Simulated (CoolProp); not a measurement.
Properties of chlorine along the isobar 0.101 MPa.

Computed with CoolProp (reference Helmholtz-energy equation of state, Thol 2021).

```json
[
 {"T (°C)": "-87.65", "phase": "liquid", "density (kg/m³)": "1709", "cv (kJ/(kg K))": "0.5290", "fugacity coefficient": "0.04264"},
 {"T (°C)": "-75.35", "phase": "liquid", "density (kg/m³)": "1676", "cv (kJ/(kg K))": "0.5198", "fugacity coefficient": "0.1042"},
 {"T (°C)": "-62.95", "phase": "liquid", "density (kg/m³)": "1643", "cv (kJ/(kg K))": "0.5117", "fugacity coefficient": "0.2272"},
 {"T (°C)": "-50.55", "phase": "liquid", "density (kg/m³)": "1609", "cv (kJ/(kg K))": "0.5048", "fugacity coefficient": "0.4480"},
 {"T (°C)": "-38.25", "phase": "liquid", "density (kg/m³)": "1575", "cv (kJ/(kg K))": "0.4993", "fugacity coefficient": "0.8087"},
 {"T (°C)": "-25.85", "phase": "gas", "density (kg/m³)": "3.567", "cv (kJ/(kg K))": "0.3540", "fugacity coefficient": "0.9769"},
 {"T (°C)": "-13.45", "phase": "gas", "density (kg/m³)": "3.384", "cv (kJ/(kg K))": "0.3575", "fugacity coefficient": "0.9804"},
 {"T (°C)": "-1.15", "phase": "gas", "density (kg/m³)": "3.222", "cv (kJ/(kg K))": "0.3604", "fugacity coefficient": "0.9831"},
 {"T (°C)": "11.25", "phase": "gas", "density (kg/m³)": "3.074", "cv (kJ/(kg K))": "0.3631", "fugacity coefficient": "0.9854"},
 {"T (°C)": "23.55", "phase": "gas", "density (kg/m³)": "2.941", "cv (kJ/(kg K))": "0.3656", "fugacity coefficient": "0.9873"},
 {"T (°C)": "35.95", "phase": "gas", "density (kg/m³)": "2.818", "cv (kJ/(kg K))": "0.3680", "fugacity coefficient": "0.9889"},
 {"T (°C)": "48.35", "phase": "gas", "density (kg/m³)": "2.706", "cv (kJ/(kg K))": "0.3703", "fugacity coefficient": "0.9903"},
 {"T (°C)": "60.65", "phase": "gas", "density (kg/m³)": "2.603", "cv (kJ/(kg K))": "0.3725", "fugacity coefficient": "0.9914"},
 {"T (°C)": "73.05", "phase": "gas", "density (kg/m³)": "2.507", "cv (kJ/(kg K))": "0.3745", "fugacity coefficient": "0.9923"},
 {"T (°C)": "85.45", "phase": "gas", "density (kg/m³)": "2.419", "cv (kJ/(kg K))": "0.3765", "fugacity coefficient": "0.9932"}
]
```
